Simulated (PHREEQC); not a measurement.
**Acid rinse or clean: speciation**

Solution (25 °C): 1.5 mmol/kgw HF, 0.51 mmol/kgw AlCl3, 0.065 mmol/kgw CuCl2 and 1.1 mmol/kgw Na2CO3. Closed to the air; pH follows from the charge balance.

Computed with PHREEQC (ion-association model, wateq4f.dat).

```yaml
pH: 6.48
ionic_strength: 0.00251 mol/kgw
total_alkalinity: 0.700 meq/kg
```

| species | molality | activity | log γ |
|---|---|---|---|
| Na+ | 0.00220 | 0.00208 | -0.024 |
| Cl- | 0.00166 | 0.00157 | -0.024 |
| HCO3- | 0.000634 | 0.000601 | -0.023 |
| CO2 | 0.000443 | 0.000443 | 0.000 |
| AlF3 | 0.000305 | 0.000305 | 0.000 |
| AlF2+ | 0.000179 | 0.000169 | -0.023 |
| F- | 0.000151 | 0.000143 | -0.024 |
| Cu+2 | 3.53e-5 | 2.85e-5 | -0.093 |
| AlF4- | 1.83e-5 | 1.74e-5 | -0.024 |
| CuCO3 | 1.31e-5 | 1.31e-5 | 0.000 |
| CuHCO3+ | 9.07e-6 | 8.58e-6 | -0.024 |

No solid was allowed to form. The solution is supersaturated, for example in Malachite, Atacamite, so a real one may precipitate; this is no full list. Fluoro complexes past AlF4- and FeF3 are missing from the database.
